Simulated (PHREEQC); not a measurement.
**Silver or lead bath (model solution)**

Make-up at 91 °C: 0.029 mol/kgw AgNO3 and 0.49 mol/kgw NaCl. Closed to the air; pH follows from the charge balance.

Computed with PHREEQC (ion-association model, wateq4f.dat).

No solid was allowed to form.

Task: Estimate the pH.

Result: pH 6.16.

Task: In which forms is Cl present?

Result: Cl- 79 %, AgCl4-3 14 %, AgCl3-2 4.8 %, AgCl2- 1.4 % of the Cl.

The solution is supersaturated, for example in Cerargyrite, so a real one may precipitate; this is no full list. Away from 25 °C the constants follow the database's enthalpies or fits; those with neither stay at their 25 °C values.
